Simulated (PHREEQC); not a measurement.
Model water analysis in mmol/kgw, 5 °C, pH 7.53:

```
constituent           mmol/kgw
--------------------  --------
Na                         323
K                         12.1
Ca                        56.2
Mg                        21.8
Cl                         314
S(6)                      94.9
Alkalinity (meq/kgw)  0.000347
```

Cl is adjusted to close the charge balance.
Valence states are taken as typed.

Equilibrium calculation in PHREEQC: Pitzer model, pitzer.dat.

The ionic strength is 0.664 mol/kgw. The activity of water is 0.988. The specific conductance is 22900 µS/cm, the density is 1.026 g/cm³ and the osmotic coefficient is 0.832.

```json
[
 {"species": "Na+", "molality": "0.323", "activity": "0.220", "log γ": "-0.168"},
 {"species": "Cl-", "molality": "0.301", "activity": "0.188", "log γ": "-0.206"},
 {"species": "SO4-2", "molality": "0.0949", "activity": "0.00909", "log γ": "-1.019"},
 {"species": "Ca+2", "molality": "0.0562", "activity": "0.0107", "log γ": "-0.719"},
 {"species": "Mg+2", "molality": "0.0218", "activity": "0.00480", "log γ": "-0.657"},
 {"species": "K+", "molality": "0.0121", "activity": "0.00769", "log γ": "-0.197"},
 {"species": "HCO3-", "molality": "2.35e-7", "activity": "1.59e-7", "log γ": "-0.169"},
 {"species": "OH-", "molality": "1.23e-7", "activity": "6.24e-8", "log γ": "-0.294"},
 {"species": "MgOH+", "molality": "4.87e-8", "activity": "3.84e-8", "log γ": "-0.102"},
 {"species": "H+", "molality": "4.07e-8", "activity": "2.95e-8", "log γ": "-0.139"},
 {"species": "HSO4-", "molality": "2.27e-8", "activity": "1.50e-8", "log γ": "-0.182"},
 {"species": "CO2", "molality": "1.38e-8", "activity": "1.52e-8", "log γ": "0.041"},
 {"species": "CO3-2", "molality": "1.52e-9", "activity": "1.47e-10", "log γ": "-1.015"}
]
```

This is a speciation only: nothing precipitates in the calculation. Saturation is exceeded, for instance for Gypsum; the values hold only as long as no solid forms. Constants without temperature data keep their 25 °C values here.
